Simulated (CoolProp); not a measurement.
Values from CoolProp's reference Helmholtz-energy equation of state, Thol 2016.

For hexamethyldisiloxane (MM), give the phase and the density (kg/m³), cv (kJ/(kg K)), isothermal compressibility (1/MPa), expansivity (1/kK) at 32.45 °C and 3.86 bar; 32.45 °C and 13.5 bar; 32.45 °C and 21.2 bar.


- 32.45 °C and 3.86 bar: liquid; density 752, cv 1.56, isothermal compressibility 0.00225, expansivity 1.41
- 32.45 °C and 13.5 bar: liquid; density 754, cv 1.56, isothermal compressibility 0.00220, expansivity 1.39
- 32.45 °C and 21.2 bar: liquid; density 755, cv 1.56, isothermal compressibility 0.00215, expansivity 1.37
